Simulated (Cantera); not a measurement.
An isothermal, constant-pressure homogeneous reactor starts with 11.2 % CH4, 88.7 % H2, 0.106 % N2, at 1750 K and 0.000780 bar.

Computed with Cantera and GRI-Mech 3.0 (53 species, 325 reactions). GRI-Mech 3.0 stops at C3 and has no aromatics, soot or wall deposition, so with more carbon than oxygen in the feed, carbon stays in small species such as C2H2 where larger ones or solid carbon would form. Radical loss at walls, strong at low pressure, is not modelled.

x: mole fraction; the columns are a selection and need not sum to one.

```json
[
 {"t (s)": "0.000600", "x CH4": "0.112", "x H2": "0.887", "x CH3": "3.19e-6", "x C2H": "<1e-12", "x C2H4": "2.17e-12", "x C2H6": "<1e-12", "x CH2": "1.89e-12"},
 {"t (s)": "0.00135", "x CH4": "0.112", "x H2": "0.887", "x CH3": "7.64e-6", "x C2H": "<1e-12", "x C2H4": "4.49e-11", "x C2H6": "8.64e-12", "x CH2": "1.48e-11"},
 {"t (s)": "0.00304", "x CH4": "0.112", "x H2": "0.887", "x CH3": "___", "x C2H": "<1e-12", "x C2H4": "7.40e-10", "x C2H6": "1.27e-10", "x CH2": "1.06e-10"},
 {"t (s)": "0.00684", "x CH4": "0.112", "x H2": "0.887", "x CH3": "4.03e-5", "x C2H": "<1e-12", "x C2H4": "1.01e-8", "x C2H6": "1.44e-9", "x CH2": "6.54e-10"},
 {"t (s)": "0.0154", "x CH4": "0.112", "x H2": "0.887", "x CH3": "9.13e-5", "x C2H": "<1e-12", "x C2H4": "1.24e-7", "x C2H6": "1.27e-8", "x CH2": "3.63e-9"},
 {"t (s)": "0.0346", "x CH4": "0.112", "x H2": "0.887", "x CH3": "0.000206", "x C2H": "<1e-12", "x C2H4": "1.42e-6", "x C2H6": "8.68e-8", "x CH2": "1.88e-8"},
 {"t (s)": "0.0780", "x CH4": "0.112", "x H2": "0.887", "x CH3": "0.000465", "x C2H": "2.55e-12", "x C2H4": "1.52e-5", "x C2H6": "4.84e-7", "x CH2": "9.33e-8"},
 {"t (s)": "0.175", "x CH4": "0.111", "x H2": "0.887", "x CH3": "0.00106", "x C2H": "1.87e-10", "x C2H4": "0.000137", "x C2H6": "2.31e-6", "x CH2": "4.44e-7"},
 {"t (s)": "0.395", "x CH4": "0.105", "x H2": "0.888", "x CH3": "___", "x C2H": "___", "x C2H4": "___", "x C2H6": "___", "x CH2": "___"},
 {"t (s)": "0.889", "x CH4": "0.0811", "x H2": "0.901", "x CH3": "0.00298", "x C2H": "1.52e-7", "x C2H4": "0.000812", "x C2H6": "1.03e-5", "x CH2": "3.55e-6"},
 {"t (s)": "2.00", "x CH4": "0.0464", "x H2": "0.920", "x CH3": "0.00196", "x C2H": "4.19e-7", "x C2H4": "0.000307", "x C2H6": "4.04e-6", "x CH2": "3.00e-6"}
]
```

Task: Fill in the missing entries.

Result: 
- 0.00304, x CH3: 1.77e-5
- 0.395, x CH3: 0.00231
- 0.395, x C2H: 1.07e-8
- 0.395, x C2H4: 0.000683
- 0.395, x C2H6: 8.37e-6
- 0.395, x CH2: 1.85e-6
